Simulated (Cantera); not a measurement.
Al2O3 + Cl2 (oxide etching and cleaning by halides)

Charge: 1 mol Al2O3, 16 mol Cl2, held at 0.910 bar.

Cantera equilibrium calculation (NASA polynomials, part measured and part estimated; ideal gas, pure solids and liquids). Candidate condensed phases: Al, AlCl3, Al2O3; 17 gas species. The numbers say what is thermodynamically allowed, not how fast it happens.

```tsv
T (°C)	x Cl2	x Cl	x AlCl3	x O2	x ClO	x O	x Al2Cl6	n Al2O3(s)
825	0.998	0.00155	0.000217	0.000162	9.16e-7	3.17e-11	1.24e-9	0.998
850	0.997	0.00210	0.000305	0.000228	1.39e-6	6.97e-11	1.88e-9	0.998
875	0.996	0.00280	0.000424	0.000317	2.08e-6	1.48e-10	2.79e-9	0.997
900	0.995	0.00370	0.000581	0.000434	3.06e-6	3.05e-10	4.06e-9	0.995
925	0.994	0.00484	0.000784	0.000586	4.41e-6	6.09e-10	5.83e-9	0.994
950	0.992	0.00625	0.00105	0.000781	6.27e-6	1.18e-9	8.23e-9	0.992
975	0.990	0.00798	0.00138	0.00103	8.78e-6	2.24e-9	1.15e-8	0.989
1000	0.987	0.0101	0.00179	0.00134	1.21e-5	4.12e-9	1.57e-8	0.986
1025	0.983	0.0127	0.00230	0.00172	1.65e-5	7.42e-9	2.13e-8	0.981
1050	0.979	0.0157	0.00293	0.00219	2.23e-5	1.30e-8	2.85e-8	0.976
1075	0.974	0.0194	0.00370	0.00276	2.96e-5	2.25e-8	3.77e-8	0.970
1100	0.968	0.0237	0.00462	0.00344	3.89e-5	3.79e-8	4.92e-8	0.963
1125	0.961	0.0288	0.00571	0.00426	5.06e-5	6.27e-8	6.34e-8	0.954
1150	0.953	0.0346	0.00700	0.00521	6.50e-5	1.02e-7	8.09e-8	0.943
```
x: gas mole fraction; n: condensed amount in mol.

From 825 °C to 1150 °C the condensed part is Al2O3(s). The main Al-bearing gas is AlCl3 throughout.
